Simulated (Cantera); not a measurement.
Input: 1 mol Si, 0.001 mol H2O, 410 mol H2, held at 1348 K and 0.133 bar.

These are equilibrium values from Cantera (NASA tables, ideal gas, pure condensed phases), not measurements of a reactor. Candidate condensed phases: H2O, Si, SiO2; 18 gas species. Equilibrium is a limit: real reactors are often held back by kinetics, nucleation or transport.

What is the equilibrium state?


| Item | Result |
|---|---|
| x(H2) | 1.000 |
| x(H) | 6.34e-6 |
| x(SiO) | 2.43e-6 |
| n(Si(s)) | 0.999 mol |
| gas amount | 410.0 mol |
